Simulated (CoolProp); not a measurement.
Vapour-liquid equilibrium of ethane (1) + hydrogen sulfide (2) at 7.25 °C; x and y are mole fractions of (1).

Values from CoolProp's multi-fluid Helmholtz-energy mixture model, Bücker 2006 and Lemmon 2006; pair parameters Kunz 2012.

| x | bubble pressure, mixture model (kPa) | bubble pressure, Raoult's law (kPa) | y, mixture model | y, Raoult's law |
|---|---|---|---|---|
| 0.05 | 1572 | 1348 | 0.202 | 0.105 |
| 0.125 | 1908 | 1465 | 0.359 | 0.242 |
| 0.2 | 2145 | 1582 | 0.447 | 0.358 |
| 0.275 | 2318 | 1700 | 0.506 | 0.458 |
| 0.35 | 2450 | 1817 | 0.552 | 0.546 |
| 0.425 | 2556 | 1934 | 0.591 | 0.622 |
| 0.5 | 2646 | 2051 | 0.629 | 0.690 |
| 0.575 | 2723 | 2169 | 0.668 | 0.751 |
| 0.65 | 2788 | 2286 | 0.710 | 0.806 |
| 0.725 | 2839 | 2403 | 0.758 | 0.855 |
| 0.8 | 2871 | 2520 | 0.812 | 0.899 |
| 0.875 | 2881 | 2637 | 0.874 | 0.940 |
| 0.95 | 2863 | 2755 | 0.946 | 0.977 |

The largest gap from Raoult's law is +36.4 % in bubble pressure, at x = 0.275. y crosses x between x = 0.8 and 0.875: the model has an azeotrope there.

The pair parameters rest on a limited set of measurements; away from them the model extrapolates.
